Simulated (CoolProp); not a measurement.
Values from CoolProp's reference Helmholtz-energy equation of state, Zhou 2011.

**Question.** Give the vapour pressure (MPa), liquid density (kg/m³), vapour density (kg/m³) of saturated dimethyl carbonate at 450.1, 502.5 K.

**Answer.** 
| T (K) | p (MPa) | liquid density (kg/m³) | vapour density (kg/m³) |
|---|---|---|---|
| 450.1 | 0.878 | 837 | 24.5 |
| 502.5 | 2.19 | 728 | 65.5 |
